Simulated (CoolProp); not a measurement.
A simple Rankine cycle with toluene: condensing at 297.15 K, boiler at 2.74 MPa, turbine inlet 599.1 K, turbine efficiency 0.9, pump efficiency 0.8, no recuperator. Each further row changes one setting.

The numbers come from the reference Helmholtz-energy equation of state, Lemmon 2006 in CoolProp. It is a short technical equation, of lower accuracy than the large ones.

```csv
case,thermal efficiency (%),net work (kJ/kg),heat in (kJ/kg),turbine exit temperature (K),volume ratio over the turbine
as stated,29.3,252,858,?,?
turbine inlet 619.1 K,29.2,265,907,457.4,740
condensing temperature 289.15 K,30.5,266,871,426.9,1160
boiler pressure 1.92 MPa,28.3,248,879,450.4,490
turbine efficiency 0.8,?,223,858,?,800
```

**Question.** Fill in the missing entries.

**Answer.** 
- as stated, turbine exit temperature (K): 435.8
- as stated, volume ratio over the turbine: 770
- turbine efficiency 0.8, thermal efficiency (%): 26.0
- turbine efficiency 0.8, turbine exit temperature (K): 452.7
